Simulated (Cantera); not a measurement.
Charge: 1 mol CCl4, 0.11 mol Si, 1.1 mol H2, at 2823 K and 0.180 bar.

Equilibrium computed with Cantera from the NASA thermochemical tables; the gas is ideal and each condensed phase is pure. The tables' values for SiCl, SiCl3, CCl are old estimates; treat these amounts as uncertain. Equilibrium is a limit: real reactors are often held back by kinetics, nucleation or transport.

```tsv
species	before	after
Cl	0.458	0.601
H	0.0303	0.283
HCl	0.461	0.0418
SiCl2	0.0240	5.45e-5
C3	0.000232	0.0314
Si	0.000454	0.0109
H2	0.0210	0.0135
SiCl3	0.000992	2.19e-8
SiCl4	1.94e-5	<1e-9
C5	2.40e-6	0.000325
C4	4.59e-7	6.20e-5
C	4.70e-5	0.00634
C2	2.28e-5	0.00308
C(graphite), mol	0.984	0.223
```
Gas species are given as mole fractions.

Task: Which change was made?
(A) pressure from 0.180 bar to 0.00133 bar
(B) Si from 0.11 to 0.3 mol
(C) temperature from 2823 K to 823.15 K
(D) temperature from 2823 K to 923 K

Result: A, pressure from 0.180 bar to 0.00133 bar. The tables' values for SiCl, CCl are old estimates; treat these amounts as uncertain
